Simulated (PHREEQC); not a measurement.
Dissolve 0.62 mol/kgw HCl, 0.14 mol/kgw MnCl2, 5.4e-05 mol/kgw H4SiO4 and 0.26 mol/kgw BaCl2 at 25 °C. Closed to the air; pH follows from the charge balance.

The numbers come from PHREEQC with the Pitzer model, pitzer.dat.

### Question
The ionic strength comes out as 1.82 mol/kgw. What activity coefficients do H+, Mn+2, Ba+2, Cl- get?

### Answer
H+ 1.1, Mn+2 0.35, Ba+2 0.31, Cl- 0.58. Single-ion values are on the MacInnes scale.

No solid was allowed to form. Species that the database lacks are ignored. In brines, pH and single-ion activities rest on the MacInnes convention.
